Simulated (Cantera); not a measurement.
Input: 1 mol SiH₂Cl₂, 1.3 mol NH₃, at 1075 K and 1.43 Torr.

Cantera equilibrium calculation (NASA polynomials, part measured and part estimated; ideal gas, pure solids and liquids). Candidate condensed phases: NH₄Cl, Si, Si₃N₄; 28 gas species. The tables' values for SiCl₃ are old estimates; treat these amounts as uncertain. Equilibrium is a limit: real reactors are often held back by kinetics, nucleation or transport.

Base state: H₂ 0.563, HCl 0.388, SiCl₄ 0.0304, N₂ 0.0170, SiCl₃ 0.000715, SiHCl₃ 0.000549, SiCl₂ 0.000266 (mole fractions); condensed: Si₃N₄(s).

Problem. What changes in the equilibrium state with this change: NH₃ from 1.3 to 0.27 mol?

Solution. 
```json
[
 {"species": "H₂", "before": "0.563", "after": "0.651"},
 {"species": "SiCl₄", "before": "0.0304", "after": "0.187"},
 {"species": "HCl", "before": "0.388", "after": "0.0987"},
 {"species": "N₂", "before": "0.0170", "after": "1.96e-7"},
 {"species": "SiCl₂", "before": "0.000266", "after": "0.0292"},
 {"species": "SiHCl₃", "before": "0.000549", "after": "0.0153"},
 {"species": "SiCl₃", "before": "0.000715", "after": "0.0186"},
 {"species": "SiH₂Cl₂", "before": "1.16e-6", "after": "0.000147"},
 {"species": "Si₃N₄(s), mol", "before": "0.292", "after": "0.0675"},
 {"species": "Si(s), mol", "before": "0", "after": "0.300"}
]
```
Mutual solubility and eutectic melting of coexisting phases are not modelled.
